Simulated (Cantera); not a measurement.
Charge: 1 mol CH₂F₂, 0.96 mol F₂, 0.62 mol H₂, at 1875 K and 0.230 bar.

Equilibrium computed with Cantera from the NASA thermochemical tables; the gas is ideal and each condensed phase is pure. Candidate condensed phases: C, C₆H₆, C₇H₈, C₈H₁₈; 95 gas species. Gases not in the tables: C₂F₆ and larger saturated fluorocarbons. The numbers say what is thermodynamically allowed, not how fast it happens.

Base state: HF 0.949, CF₄ 0.0487, CF₂ 0.00170, F 0.000448, CF₃ 0.000176 (mole fractions); condensed: C(graphite).

Q: What changes in the equilibrium state with this change: F₂ from 0.96 to 2.3 mol?

A: 
```
species             before     after
----------------  --------  --------
HF                   0.949     0.792
CF₄                 0.0487     0.203
CF₂                0.00170   0.00347
CF₃               0.000176  0.000515
CHF₃               8.93e-6   1.52e-5
F                 0.000448  0.000641
C(graphite), mol     0.827     0.153
```
